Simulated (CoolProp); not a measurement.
Values from CoolProp's reference Helmholtz-energy equation of state, Lemmon 2006. It is a short technical equation, of lower accuracy than the large ones.

Question: Give the vapour pressure (kPa), enthalpy of vaporisation (kJ/kg), liquid cp (kJ/(kg K)), vapour Z of saturated C3F8 (R218) at 1.15 °C.

Answer: 
| T (°C) | p (kPa) | enthalpy of vaporisation (kJ/kg) | liquid cp (kJ/(kg K)) | vapour Z |
|---|---|---|---|---|
| 1.15 | 430 | 89.3 | 1.08 | 0.858 |
